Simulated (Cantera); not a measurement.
A freely propagating, adiabatic, planar premixed flame of 31.6 % H2, 14.4 % O2, 54.0 % N2, unburnt at 673 K and 105 Torr; mixture-averaged transport, grid criteria slope 0.08 and curve 0.16, no radiation.

Model: the H2/O2 subset of GRI-Mech 3.0, which has no nitrogen chemistry, integrated in Cantera. Burning velocities carry a grid error of a few per cent, more on coarse grids.

### Question
Predict: laminar burning velocity; thermal thickness; peak x(H2O2); peak x(H); peak x(O).

### Answer
- laminar burning velocity = 794 cm/s
- thermal thickness = 6.56 mm
- peak x(H2O2) = 8.39e-7
- peak x(H) = 0.106
- peak x(O) = 0.0160
